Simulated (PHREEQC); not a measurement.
Polishing slurry liquid (model solution)

Make-up at 25 °C: 0.064 mol K2CO3, 2.9e-07 mol H4SiO4 and 6.7e-06 mol CO2 per kg of water. Closed to the air; pH follows from the charge balance.

The numbers come from PHREEQC with the ion-association model, phreeqc.dat.

pH: 11.29
ionic strength: 0.189 mol/kgw
specific conductance: 13500 µS/cm
density: 1.005 g/cm³
total alkalinity: 128 meq/kg

```tsv
species	molality	activity	log γ
K+	0.128	0.0917	-0.145
CO3-2	0.0612	0.0193	-0.501
HCO3-	0.00280	0.00210	-0.125
OH-	0.00279	0.00198	-0.148
H3SiO4-	2.75e-7	1.99e-7	-0.141
CO2	2.31e-8	2.41e-8	0.019
H2SiO4-2	8.41e-9	2.65e-9	-0.501
H4SiO4	6.57e-9	6.86e-9	0.019
```

This is a speciation only: nothing precipitates in the calculation. Species that the database lacks are ignored.
